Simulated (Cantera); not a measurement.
Input (Python, Cantera):

```python
import numpy as np
import cantera as ct

gas = ct.Solution("gri30.yaml")
gas.TPX = 1175, 690000, {'CH3OH': 0.0023, 'O2': 0.0041, 'N2': 1}
reactor = ct.IdealGasConstPressureReactor(gas, energy="off", clone=False)
net = ct.ReactorNet([reactor])
net.rtol, net.atol = 1e-08, 1e-18
show = ['CH3OH', 'O2', 'CO', 'OH', 'N2O', 'H2O2']
times = np.geomspace(5e-06, 200, 10)

steps = ct.SolutionArray(gas, extra=["t"])
rows = []
print(f"{'t/s':>10s}{'T/K':>9s}{'P/Pa':>11s}" + "".join(f"{s:>11s}" for s in show))
for t in times:
    while net.time < t:
        t_next = net.step()
        steps.append(gas.state, t=t_next)
    rows.append([np.interp(t, steps.t, y) for y in (steps.T, steps.P, *steps(*show).X.T)])
    print(f"{t:10.3e}{rows[-1][0]:9.1f}{rows[-1][1]:11.4g}" + "".join(f"{x:11.3e}" for x in rows[-1][2:]))
rate = np.gradient(steps.T, steps.t)
print("integrator steps:", len(steps.t))
if steps.T.max() > steps.T[0] + 200:
    print(f"time of steepest temperature rise: {steps.t[rate.argmax()]:.4e} s")
gas.TPX = 1175, 690000, {'CH3OH': 0.0023, 'O2': 0.0041, 'N2': 1}
gas.equilibrate("TP")
print(f"equilibrium (TP): T = {gas.T:.1f} K  " + "  ".join(f"{s} {gas[s].X[0]:.3e}" for s in show))
```

Output:

```
       t/s      T/K       P/Pa      CH3OH         O2         CO         OH        N2O       H2O2
 5.000e-06   1175.0    6.9e+05  2.285e-03  4.074e-03  1.350e-10  1.018e-10  9.443e-16  9.141e-17
 3.497e-05   1175.0    6.9e+05  2.285e-03  4.074e-03  1.027e-09  1.063e-10  1.654e-14  1.073e-13
 2.445e-04   1175.0    6.9e+05  2.285e-03  4.074e-03  7.280e-09  1.122e-10  4.529e-13  2.833e-11
 1.710e-03   1175.0    6.9e+05  2.284e-03  4.073e-03  5.325e-08  2.263e-10  2.247e-11  3.103e-09
 1.196e-02   1175.0    6.9e+05  1.658e-03  3.829e-03  1.920e-04  3.169e-07  3.221e-09  1.147e-05
 8.363e-02   1175.0    6.9e+05  4.929e-14  9.501e-04  5.975e-04  5.911e-07  5.742e-07  1.597e-08
 5.848e-01   1175.0    6.9e+05  2.189e-23  6.551e-04  2.004e-05  2.555e-07  5.949e-07  2.614e-10
 4.090e+00   1175.0    6.9e+05 -3.452e-25  6.451e-04  9.749e-10  1.215e-07  3.460e-08  1.970e-11
 2.860e+01   1175.0    6.9e+05  6.350e-29  6.451e-04  3.295e-10  6.588e-08  2.112e-09  5.807e-12
 2.000e+02   1175.0    6.9e+05  3.776e-29  6.451e-04  3.294e-10  6.588e-08  2.112e-09  5.807e-12
integrator steps: 2437
equilibrium (TP): T = 1175.0 K  CH3OH 1.798e-35  O2 6.401e-04  CO 3.307e-10  OH 6.575e-08  N2O 2.104e-09  H2O2 5.784e-12
```

Model: GRI-Mech 3.0 (53 species, 325 reactions), integrated in Cantera. GRI-Mech 3.0 was tuned for natural gas; its chemistry of methanol as a main component is partial and can be far from experiment.
